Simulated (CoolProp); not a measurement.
C3F8 (R218) along the isobar 2.94 MPa: fugacity coefficient from the reference equation and from simpler models built on Tc = 345.0 K, pc = 2.640 MPa, ω = 0.317; each cubic takes its own stable root.

Values from CoolProp's reference Helmholtz-energy equation of state, Lemmon 2006. It is a short technical equation, of lower accuracy than the large ones.

```json
[
 {"T (K)": "343.7", "phase": "liquid", "reference": "0.5993"},
 {"T (K)": "348.5", "phase": "supercritical", "reference": "0.6339"},
 {"T (K)": "353.2", "phase": "supercritical", "reference": "0.6600"},
 {"T (K)": "357.9", "phase": "supercritical", "reference": "0.6798"},
 {"T (K)": "362.6", "phase": "supercritical", "reference": "0.6970"},
 {"T (K)": "367.3", "phase": "supercritical", "reference": "0.7125"},
 {"T (K)": "372.1", "phase": "supercritical", "reference": "0.7270"},
 {"T (K)": "376.8", "phase": "supercritical", "reference": "0.7401"},
 {"T (K)": "381.5", "phase": "supercritical", "reference": "0.7524"},
 {"T (K)": "386.2", "phase": "supercritical", "reference": "0.7638"},
 {"T (K)": "390.9", "phase": "supercritical", "reference": "0.7746"},
 {"T (K)": "395.6", "phase": "supercritical", "reference": "0.7848"},
 {"T (K)": "400.4", "phase": "supercritical", "reference": "0.7945"},
 {"T (K)": "405.1", "phase": "supercritical", "reference": "0.8036"}
]
```

How far does each simpler model (van der Waals, Redlich-Kwong, Peng-Robinson) lie from the reference over these 14 states: mean and median of the absolute difference, and the worst?


- van der Waals: mean 2.1 %, median 1.8 %, worst +6.7 % at 343.7 K and 2.94 MPa
- Redlich-Kwong: mean 2.0 %, median 2.2 %, worst -3.0 % at 405.1 K and 2.94 MPa
- Peng-Robinson: mean 3.2 %, median 3.3 %, worst -3.5 % at 362.6 K and 2.94 MPa
